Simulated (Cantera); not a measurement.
**Si + CO2 + H2 + H2O (thermal oxidation and active oxidation of silicon)**

Input: 1 mol Si, 1.5 mol CO2, 1.1 mol H2, 0.86 mol H2O, equilibrated at 84.0 Pa.

Cantera equilibrium calculation (NASA polynomials, part measured and part estimated; ideal gas, pure solids and liquids). Candidate condensed phases: C, C6H6, C7H8, C8H18, H2O, Si, SiC, SiO2; 123 gas species. The tables hold silica as quartz up to 1696 K and as liquid above; real silica turns to tridymite and cristobalite and melts near 1996 K. Equilibrium is a limit: real reactors are often held back by kinetics, nucleation or transport.

```csv
T (°C),log p H2,log p CO,log p H2O,log p CO2,n SiO2(β-quartz),n SiO2(condensed)
952,-3.38,-3.48,-4.25,-4.51,1.00,0
1027,-3.38,-3.47,-4.22,-4.56,1.00,0
1102,-3.38,-3.47,-4.20,-4.60,1.000,0
1177,-3.39,-3.47,-4.19,-4.65,1.000,0
1252,-3.39,-3.46,-4.18,-4.68,1.000,0
1327,-3.39,-3.46,-4.17,-4.72,0.999,0
1402,-3.39,-3.46,-4.15,-4.74,0.996,0
1477,-3.40,-3.46,-4.13,-4.75,0,0.982
```
log p: log10 of the partial pressure in bar; n: condensed amount in mol.

From 952 °C to 1402 °C the condensed part is SiO2(β-quartz). At 1477 °C the condensed part is SiO2(condensed).
